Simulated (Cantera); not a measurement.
A Cantera script and its output.

```python
import numpy as np
import cantera as ct

gas = ct.Solution("SiF4_NH3_mec.yaml", "gas")
gas.TPX = 2050, 13000, {'NH3': 1, 'N2': 8.5}
reactor = ct.IdealGasConstPressureReactor(gas, energy="off", clone=False)
net = ct.ReactorNet([reactor])
net.rtol, net.atol = 1e-08, 1e-18
show = ['NH3', 'H2', 'NH', 'N2H4', 'N2', 'N2H2', 'N']
times = np.geomspace(1e-06, 2, 12)

steps = ct.SolutionArray(gas, extra=["t"])
rows = []
print(f"{'t/s':>10s}{'T/K':>9s}{'P/Pa':>11s}" + "".join(f"{s:>11s}" for s in show))
for t in times:
    while net.time < t:
        t_next = net.step()
        steps.append(gas.state, t=t_next)
    rows.append([np.interp(t, steps.t, y) for y in (steps.T, steps.P, *steps(*show).X.T)])
    print(f"{t:10.3e}{rows[-1][0]:9.1f}{rows[-1][1]:11.4g}" + "".join(f"{x:11.3e}" for x in rows[-1][2:]))
rate = np.gradient(steps.T, steps.t)
print("integrator steps:", len(steps.t))
if steps.T.max() > steps.T[0] + 200:
    print(f"time of steepest temperature rise: {steps.t[rate.argmax()]:.4e} s")
gas.TPX = 2050, 13000, {'NH3': 1, 'N2': 8.5}
gas.equilibrate("TP")
print(f"equilibrium (TP): T = {gas.T:.1f} K  " + "  ".join(f"{s} {gas[s].X[0]:.3e}" for s in show))
```

It prints:

```
       t/s      T/K       P/Pa        NH3         H2         NH       N2H4         N2       N2H2          N
 1.000e-06   2050.0    1.3e+04  1.053e-01  3.815e-08  4.853e-13  1.403e-15  8.947e-01  9.207e-15  1.649e-18
 3.740e-06   2050.0    1.3e+04  1.053e-01  4.050e-07  2.123e-11  5.341e-14  8.947e-01  5.840e-13  7.168e-16
 1.398e-05   2050.0    1.3e+04  1.053e-01  2.742e-06  6.329e-10  1.442e-12  8.947e-01  2.908e-11  1.345e-13
 5.230e-05   2050.0    1.3e+04  1.052e-01  1.219e-05  1.265e-08  2.500e-11  8.947e-01  6.983e-10  1.092e-11
 1.956e-04   2050.0    1.3e+04  1.052e-01  4.814e-05  2.482e-07  3.644e-10  8.947e-01  1.305e-08  6.944e-10
 7.313e-04   2050.0    1.3e+04  1.049e-01  2.248e-04  2.562e-06  4.564e-09  8.946e-01  2.297e-07  1.269e-08
 2.735e-03   2050.0    1.3e+04  1.034e-01  1.864e-03  7.205e-06  1.620e-08  8.940e-01  9.833e-07  9.177e-08
 1.023e-02   2050.0    1.3e+04  9.784e-02  9.551e-03  1.007e-05  1.164e-08  8.920e-01  9.412e-07  4.032e-07
 3.824e-02   2050.0    1.3e+04  7.957e-02  3.447e-02  1.230e-05  6.113e-09  8.855e-01  7.029e-07  1.084e-06
 1.430e-01   2050.0    1.3e+04  3.859e-02  9.019e-02  1.051e-05  1.806e-09  8.708e-01  2.881e-07  1.527e-06
 5.348e-01   2050.0    1.3e+04  3.717e-03  1.375e-01  4.344e-06  6.387e-11  8.583e-01  1.935e-08  1.387e-06
 2.000e+00   2050.0    1.3e+04  5.343e-06  1.415e-01  1.290e-07  2.655e-15  8.562e-01  3.027e-12  1.884e-07
integrator steps: 1600
equilibrium (TP): T = 2050.0 K  NH3 1.183e-07  H2 1.415e-01  NH 3.077e-09  N2H4 1.409e-18  N2 8.561e-01  N2H2 6.385e-14  N 4.661e-09
```

Model: the gas-phase N/H chemistry of the illustrative SiF4/NH3 mechanism in the Surface Chemkin manual (1991), integrated in Cantera. Walls and surfaces, which speed up NH3 decomposition in real reactors, are not modelled.
